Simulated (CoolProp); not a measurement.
Vapour-liquid equilibrium of propane (1) + isobutene (2) at 171 kPa; x and y are mole fractions of (1).

The numbers come from the multi-fluid Helmholtz-energy mixture model, Lemmon 2009 and Lemmon 2005; pair parameters Bell 2016 in CoolProp.

| x | bubble temperature (K) | y at the bubble point | dew temperature at overall composition x (K) | liquid density (mol/L) |
|---|---|---|---|---|
| 0.05 | 275.8 | 0.182 | 279.1 | 11.01 |
| 0.15 | 269.0 | 0.417 | 276.6 | 11.24 |
| 0.25 | 264.1 | 0.562 | 273.9 | 11.44 |
| 0.35 | 260.3 | 0.665 | 271.1 | 11.62 |
| 0.45 | 257.1 | 0.744 | 268.0 | 11.81 |
| 0.55 | 254.2 | 0.809 | 264.6 | 11.99 |
| 0.65 | 251.6 | 0.864 | 260.9 | 12.18 |
| 0.75 | 249.1 | 0.912 | 256.8 | 12.36 |
| 0.85 | 246.8 | 0.952 | 252.3 | 12.55 |
| 0.95 | 244.6 | 0.986 | 246.9 | 12.74 |

No azeotrope shows between x = 0.05 and 0.95.

The pair parameters rest on a limited set of measurements; away from them the model extrapolates.
